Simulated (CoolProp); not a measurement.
Vapour-liquid equilibrium of propane (1) + c-C4F8 (RC318) (2) at 1.64 MPa; x and y are mole fractions of (1).

Computed with CoolProp (multi-fluid Helmholtz-energy mixture model, Lemmon 2009 and Platzer 1990; pair parameters Bell 2016). This equation is an older, rougher fit; its heat capacities, sound speeds and derivatives of the liquid may be far off and weren't checked against measurements.

```
x     bubble temperature (K)  y at the bubble point  dew temperature at overall composition x (K)  liquid density (mol/L)
----  ----------------------  ---------------------  --------------------------------------------  ----------------------
0.05                   356.9                  0.112                                    (withheld)                   6.021
0.2                    342.7                  0.388                                         352.5                   6.648
0.35                   333.2                  0.560                                    (withheld)                   7.185
0.5                    327.3             (withheld)                                         336.5              (withheld)
0.65                   323.7                  0.751                                    (withheld)                   8.278
0.8                    321.5                  0.835                                    (withheld)                   9.006
0.95                   320.8                  0.948                                         320.8                   9.923
```

Question: Fill in the missing entries.

Answer: 
- 0.05, dew temperature at overall composition x (K): 359.9
- 0.35, dew temperature at overall composition x (K): 344.7
- 0.5, y at the bubble point: 0.669
- 0.5, liquid density (mol/L): 7.698
- 0.65, dew temperature at overall composition x (K): 328.3
- 0.8, dew temperature at overall composition x (K): 322.2

y crosses x between x = 0.8 and 0.95: the model has an azeotrope there.

Pair parameters are fitted to limited data, so mixtures are less certain than the pure fluids.
